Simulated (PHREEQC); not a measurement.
Copper plating or etch bath: an equilibrium model

Solution (20 °C): 144 mmol/kgw CuCl2, 6.5 mmol/kgw HBF4 and 0.51 mmol/kgw KCl. Closed to the air; pH follows from the charge balance.

The numbers come from PHREEQC with the ion-association model, phreeqc.dat.

Precipitation was switched off in this run.

What pH, density does the model give?

pH 2.28; density 1.016 g/cm³.

In which forms is Cu present?

Cu+2 86 %, CuCl+ 13 %, CuCl2 0.7 % of the Cu.

Real BF4- forms and hydrolyses slowly; the run takes it at equilibrium.
